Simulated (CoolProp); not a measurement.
R236EA along the isotherm 412 K: density (kg/m³) from the reference equation and from simpler models built on Tc = 412.4 K, pc = 3.414 MPa, ω = 0.368; each cubic takes its own stable root.

Values from CoolProp's reference Helmholtz-energy equation of state, Rui 2013.

```
p (MPa)   phase  reference
-------  ------  ---------
0.019       gas     0.8449
0.0295      gas      1.313
0.046       gas      2.051
0.0716      gas      3.201
0.112       gas      5.028
0.174       gas      7.863
0.27        gas      12.33
0.421       gas      19.54
0.656       gas      31.29
1.02        gas      50.94
1.59        gas      86.39
2.47        gas      161.4
3.85     liquid      856.0
6        liquid      982.6
```

Task: How far does each simpler model (van der Waals, Redlich-Kwong, Soave-Redlich-Kwong, Peng-Robinson) lie from the reference over these 14 states: mean and median of the absolute difference, and the worst?

Result: 
- van der Waals: mean 5.4 %, median 0.5 %, worst -33.3 % at 412 K and 3.85 MPa
- Redlich-Kwong: mean 2.7 %, median 0.1 %, worst -21.0 % at 412 K and 3.85 MPa
- Soave-Redlich-Kwong: mean 2.7 %, median 0.1 %, worst -20.8 % at 412 K and 3.85 MPa
- Peng-Robinson: mean 1.8 %, median 0.4 %, worst -12.5 % at 412 K and 3.85 MPa
